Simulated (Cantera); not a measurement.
**Thermodynamics of aluminium and copper etching, feed Al + I2 + H2**

Input: 1 mol Al, 0.83 mol I2, 11 mol H2, equilibrated at 0.390 bar.

Equilibrium computed with Cantera from the NASA thermochemical tables; the gas is ideal and each condensed phase is pure. Candidate condensed phases: Al, AlI3, I2; 11 gas species. Kinetics and transport are ignored.

From 250 °C to 625 °C the condensed part is Al(s). From 700 °C to 775 °C the condensed part is Al(l). The main Al-bearing gas is Al2I6 at 250 °C and AlI3 at 775 °C.

```csv
T (°C),x H2,x AlI3,x AlI,x Al2I6,x HI,x I,x H,n Al(s),n Al(l)
250,0.970,0.0113,6.49e-9,0.0187,4.89e-9,<1e-12,<1e-12,0.447,0
325,0.960,0.0314,3.93e-7,0.00844,9.17e-8,1.90e-12,<1e-12,0.447,0
400,0.954,0.0442,8.10e-6,0.00189,7.67e-7,1.01e-10,<1e-12,0.447,0
475,0.952,0.0471,8.39e-5,0.000387,3.91e-6,2.27e-9,<1e-12,0.446,0
550,0.952,0.0475,0.000553,9.84e-5,1.46e-5,2.86e-8,1.15e-11,0.442,0
625,0.950,0.0469,0.00261,3.07e-5,4.34e-5,2.35e-7,1.71e-10,0.427,0
700,0.946,0.0445,0.00916,1.07e-5,0.000110,1.41e-6,1.68e-9,0,0.376
775,0.936,0.0387,0.0250,3.62e-6,0.000238,6.43e-6,1.20e-8,0,0.252
```
x: gas mole fraction; n: condensed amount in mol.
